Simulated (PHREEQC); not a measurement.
Dissolve 0.0051 mol CsF per kg of water at 25 °C. Closed to the air; pH follows from the charge balance.

Equilibrium calculation in PHREEQC: ion-association model, wateq4f.dat.

Each row changes one thing in this solution. This is a speciation only: nothing precipitates in the calculation.

```
case                                          pH  ionic strength (mol/kgw)
------------------------------------------  ----  ------------------------
as made                                     7.44                   0.00510
temperature from 25 to 65 °C                7.05                   0.00510
0.00014 mol/kgw ZnCl2 added                 6.88                   0.00550
CsF replaced by NaHF2 at the same molality  3.25                   0.00569
CsF replaced by CsCl at the same molality   7.00                   0.00510
diluted 2-fold with water                   7.32                   0.00255
diluted 5-fold with water                   7.19                   0.00102
temperature from 25 to 40 °C                7.27                   0.00510
9.8e-05 mol/kgw BaCl2 added                 7.44                   0.00539
```

At this temperature some constants are extrapolated from 25 °C, and those without enthalpy data are left unchanged.
